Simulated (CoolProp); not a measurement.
The numbers come from the reference Helmholtz-energy equation of state, Thol 2017 in CoolProp.

Task: For octamethyltrisiloxane (MDM), give the phase and the density (kg/m³), cp (kJ/(kg K)), isothermal compressibility (1/MPa), expansivity (1/kK) at 253.15 °C and 0.256 MPa; 253.15 °C and 8.08 MPa.

Result: 
- 253.15 °C and 0.256 MPa: gas; density 15.1, cp 2.03, isothermal compressibility 4.30, expansivity 2.64
- 253.15 °C and 8.08 MPa: liquid; density 600, cp 2.29, isothermal compressibility 0.0110, expansivity 1.83
